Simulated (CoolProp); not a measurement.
A closed Brayton cycle with carbon dioxide: compressor inlet 313.15 K and 8.7 MPa, high pressure 22.4 MPa, turbine inlet 885 K, compressor efficiency 0.89, turbine efficiency 0.85, recuperator effectiveness 0.9 (on enthalpy, no pinch check). Each further row changes one setting.

Computed with CoolProp (reference Helmholtz-energy equation of state, Span 1996).

```
case                           thermal efficiency (%)  net work (kJ/kg)  compressor to turbine work  compressor exit (K)  turbine exit (K)
-----------------------------  ----------------------  ----------------  --------------------------  -------------------  ----------------
as stated                                        34.2              96.7                        0.24                365.1             772.9
turbine inlet 835 K                              32.9        (withheld)                  (withheld)                365.1        (withheld)
compressor inlet 323.15 K                        33.5              84.5                        0.34                396.4             772.9
high pressure 19 MPa                             31.9        (withheld)                  (withheld)                355.9             791.9
recuperator effectiveness 0.5                    20.3              96.7                        0.24                365.1             772.9
```

Task: Fill in the missing entries.

Result: 
- turbine inlet 835 K, net work (kJ/kg): 88.7
- turbine inlet 835 K, compressor to turbine work: 0.26
- turbine inlet 835 K, turbine exit (K): 726.8
- high pressure 19 MPa, net work (kJ/kg): 82.5
- high pressure 19 MPa, compressor to turbine work: 0.22
